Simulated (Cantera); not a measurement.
A closed system holds: 1 mol ZrO2, 37 mol H2, a varied amount of N2, at 30.0 Pa.

Equilibrium computed with Cantera from the NASA thermochemical tables; the gas is ideal and each condensed phase is pure. Candidate condensed phases: H2O, Zr, ZrN, ZrO2; 28 gas species. Mutual solubility and eutectic melting of coexisting phases are not modelled. ZrN: taken at fixed stoichiometry. Condensed phases not in the tables: solid solutions among these carbides, nitrides and lower oxides. Rates play no part.

Question: What condenses at these points (T in °C, n(N2) in mol): (1300, 11); (1400, 11); (1150, 21); (1350, 53); (1200, 11)?

Answer: 
```csv
T (°C),n(N2) in mol,condensed phases,Zr condensed (%)
1300,11,ZrO2,100.0
1400,11,ZrN + ZrO2,100.0
1150,21,ZrO2,100.0
1350,53,ZrN + ZrO2,100.0
1200,11,ZrO2,100.0
```
